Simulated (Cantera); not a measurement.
## Adiabatic ignition

An adiabatic, constant-pressure homogeneous reactor starts with 7.62 % CH4, 4.57 % CO, 18.4 % O2, 69.4 % N2, at 1448 K and 5.00 bar.

Computed with Cantera and GRI-Mech 3.0 (53 species, 325 reactions).

```tsv
t (s)	T (K)	x CH4	x CO	x O2	x CO2	x H
3.00e-6	1448	0.0762	0.0457	0.184	2.26e-7	3.73e-9
1.50e-5	1448	0.0762	0.0457	0.184	1.90e-6	9.02e-9
7.54e-5	1448	0.0761	0.0457	0.184	1.82e-5	5.53e-8
0.000378	1463	0.0734	0.0458	0.183	0.000366	5.68e-7
0.00189	2810	<1e-12	0.0388	0.0227	0.0820	0.00362
0.00950	2809	<1e-12	0.0388	0.0225	0.0820	0.00361
0.0476	2809	<1e-12	0.0388	0.0225	0.0820	0.00361
0.239	2809	<1e-12	0.0388	0.0225	0.0820	0.00361
1.20	2809	<1e-12	0.0388	0.0225	0.0820	0.00361
6.00	2809	<1e-12	0.0388	0.0225	0.0820	0.00361
```
x: mole fraction; the columns are a selection and need not sum to one.

| Item | Result |
|---|---|
| time of steepest temperature rise | 0.621 ms |
| temperature at 6.00 s | 2809 K |
| equilibrium temperature | 2809 K |
| x(CH4) at 6.00 s | <1e-12 (gas-phase equilibrium <1e-12) |
| x(CO) at 6.00 s | 0.0388 (gas-phase equilibrium 0.0388) |
| x(O2) at 6.00 s | 0.0225 (gas-phase equilibrium 0.0225) |
